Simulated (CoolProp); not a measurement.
Saturation properties of oxygen (Tc = -118.6 °C, pc = 50.46 bar, ω = 0.022).

The numbers come from the reference Helmholtz-energy equation of state, Schmidt 1985 in CoolProp.

```csv
T (°C),p (bar),surface tension (mN/m),liquid viscosity (µPa s),liquid conductivity (mW/(m K))
-191.25,0.3872,15.2,246,163
-188.75,0.5289,14.6,229,159
-186.25,0.7085,14.0,213,156
-183.75,0.9324,13.3,199,152
-181.25,1.208,12.7,186,148
-178.75,1.541,12.1,175,145
-176.25,[?],11.5,164,141
-173.85,2.394,10.9,155,138
-171.35,2.946,10.3,146,134
-168.85,3.588,9.71,138,[?]
-166.35,4.329,9.12,131,127
-163.85,5.176,8.54,123,123
-161.35,6.140,7.97,117,[?]
```

Task: Fill in the missing entries.

Result: 
- -176.25, p (bar): 1.941
- -168.85, liquid conductivity (mW/(m K)): 130
- -161.35, liquid conductivity (mW/(m K)): 119

It boils at -183.0 °C under 1 atm.

Viscosity comes from a separate model (Lemmon 2004). Thermal conductivity comes from a separate model (Lemmon 2004). Surface tension comes from a separate correlation (Mulero 2012).
